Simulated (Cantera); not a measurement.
An adiabatic, constant-pressure homogeneous reactor starts with CO : H₂ : CH₄ : O₂ : N₂ = 1 : 0.053 : 0.44 : 1.65 : 6.22 (molar parts), at 1748 K and 0.987 atm.

Model: GRI-Mech 3.0 (53 species, 325 reactions), integrated in Cantera.

One state of this run: T (K) = 2779; x CO = 0.0616; x H₂ = 0.00762; x CH₄ = <1e-12; x CH₂CO = <1e-12; x NO = 0.0152. x: mole fraction; the columns are a selection and need not sum to one.

Task: Which value of t (s) does it belong to?
(A) 5.11e-6
(B) 8.50e-5
(C) 2.00e-6
(D) 0.392

Result: D, 0.392
